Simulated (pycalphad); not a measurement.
# Effect of B content in Hf-B

Source of the numbers: pycalphad with the COST 507 light-alloy database (1999); pressure 1 atm. The database dates from 1999; later assessments differ in places, in temperatures and in the compounds included. Phase fractions are per mole of atoms.

```
alloy             liquidus (°C)  first solid  solidus (°C)              phases at 927 °C
----------------  -------------  -----------  ------------  ----------------------------
Hf-19.18B (at.%)            ___          ___           ___                           ___
Hf-57.53B (at.%)           3303          B2M          2104             BM 0.55, B2M 0.45
Hf-76.7B (at.%)            3279          B2M          2065  B2M 0.70, BETA_RHOMBO_B 0.30
```

Complete the blanks.


- Hf-19.18B (at.%), liquidus (°C): 2016
- Hf-19.18B (at.%), first solid: BM
- Hf-19.18B (at.%), solidus (°C): 1881
- Hf-19.18B (at.%), phases at 927 °C: HCP_A3 0.62, BM 0.38

Database names, with the compositions (at.%) that they take in these runs: BM: Hf 50 B 50; B2M: B 67 Hf 33. HCP_A3 is hcp; BETA_RHOMBO_B is β-boron.
